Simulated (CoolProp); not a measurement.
Values from CoolProp's reference Helmholtz-energy equation of state, Platzer 1990. This equation is an older, rougher fit; its heat capacities, sound speeds and derivatives of the liquid may be far off and weren't checked against measurements.

Question: Give the vapour pressure (MPa), enthalpy of vaporisation (kJ/kg), vapour Z, liquid viscosity (µPa s) of saturated CF4 (R14) at -104.45, -80.15 °C.

Answer: 
| T (°C) | p (MPa) | enthalpy of vaporisation (kJ/kg) | vapour Z | liquid viscosity (µPa s) |
|---|---|---|---|---|
| -104.45 | 0.413 | 120 | 0.900 | 158 |
| -80.15 | 1.20 | 98.3 | 0.781 | 109 |

Viscosity comes from a separate model (Huber 2003), an estimate that may be off by 10 % or more.
